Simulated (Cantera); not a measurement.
Input (Python, Cantera) and output of one run.

```python
import numpy as np
import cantera as ct

gas_names = """
    C CO COS CO2 CS CS2 C2 C2O C3 C3O2 C4 C5 Fe FeC5O5 FeO O O2 O3 S SO SO2 SO3 S2 S2O S8
""".split()
cond_names = """
    C(gr) Fe(a) Fe(c) Fe(d) Fe(L) FeC5O5(L) FeO(s) FeO(L) FeS(a) FeS(b) FeS(c) FeS(L) FeSO4(s) FeS2(s)
    Fe2O3(s) Fe2S3O12(s) Fe3O4(s) S(cr1) S(cr2) S(L)
""".split()


def load(file, names, dense=False):
    # The tables refer to 1 bar. Condensed volumes are neglected.
    table = {s.name: s for s in ct.Species.list_from_file(file)}
    out = []
    for n in names:
        d = dict(table[n].input_data)
        d["thermo"] = dict(d["thermo"], **{"reference-pressure": 1e5})
        if dense:
            d["equation-of-state"] = {"model": "constant-volume", "density": "1e6 g/cm^3"}
        out.append(ct.Species.from_dict(d))
    return out


gas = ct.Solution(thermo="ideal-gas", species=load("nasa_gas.yaml", gas_names))
cond = {s.name: ct.Solution(thermo="fixed-stoichiometry", species=[s], name=s.name)
        for s in load("nasa_condensed.yaml", cond_names, dense=True)}
atoms = {
    'Fe2O3': {'Fe': 2, 'O': 3},
    'SO2': {'S': 1, 'O': 2},
    'CO2': {'C': 1, 'O': 2},
}
top_T = {'C(gr)': 4500, 'FeSO4(s)': 950, 'FeS2(s)': 1010, 'Fe2O3(s)': 1830, 'Fe2S3O12(s)': 1100, 'Fe3O4(s)': 1870}  # K; cautious upper limits of use, not melting points


def equilibrate(T, P, feed):
    n = {}
    for name, mol in feed.items():
        for a, k in atoms[name].items():
            n[a] = n.get(a, 0.0) + k * mol
    gas.TPX = T, P, n
    mass = sum(n.values()) * gas.mean_molecular_weight
    gas.equilibrate("TP")
    valid = [c for c in cond.values() if c.min_temp <= T <= top_T.get(c.name, c.max_temp)]
    mix = ct.Mixture([(gas, mass / gas.mean_molecular_weight)] + [(c, 0.0) for c in valid])
    mix.T, mix.P = T, P
    mix.equilibrate("TP", solver="vcs", rtol=1e-11, max_steps=5000)
    return mix


results = []
feed = {'Fe2O3': 1, 'SO2': 0.66, 'CO2': 0.16}  # mol
P = 10000  # Pa
for T in [1323, 1373, 1423, 1473, 1523, 1573, 1623, 1673]:
    mix = equilibrate(T, P, feed)
    results.append((T, P, feed, dict(zip(mix.species_names, mix.species_moles))))

top = {s: max(r[3][s] / sum(r[3][g] for g in gas_names) for r in results) for s in gas_names}
cols = sorted((s for s in top if top[s] > 0.0001), key=lambda s: -top[s])[:6]
seen = [c for c in cond_names if any(r[3].get(c, 0) > 1e-12 for r in results)]
print("log10 of partial pressures in bar; condensed amounts in mol")
print(f"{'T/K':>10s}" + "".join(f"{s[:9]:>10s}" for s in cols + seen))
for T, P, feed, n in results:
    ng = sum(n[g] for g in gas_names)
    print(f"{T:10.4g}" + "".join(f"{np.log10(max(n[s] / ng * P / 1e5, 1e-99)):10.3f}" for s in cols)
          + "".join(f"{n.get(c, 0):10.4g}" for c in seen))
```

It prints:

```
log10 of partial pressures in bar; condensed amounts in mol
       T/K       SO2       CO2        O2       SO3  Fe2O3(s)  Fe3O4(s)
      1323    -1.095    -1.710    -4.454    -4.302    0.9971  0.001956
      1373    -1.095    -1.710    -3.780    -4.105    0.9899  0.006719
      1423    -1.098    -1.713    -3.155    -3.923    0.9624   0.02506
      1473    -1.107    -1.721    -2.573    -3.760    0.8605   0.09299
      1523    -1.138    -1.752    -2.030    -3.631    0.4869     0.342
      1573    -1.176    -1.790    -1.775    -3.645         0    0.6667
      1623    -1.175    -1.790    -1.774    -3.741         0    0.6667
      1673    -1.175    -1.790    -1.774    -3.832         0    0.6667
```

Method: chemical equilibrium by Gibbs-energy minimisation in Cantera with the NASA 1993 tables (ideal gas, pure condensed phases). Mutual solubility and eutectic melting of coexisting phases are not modelled.
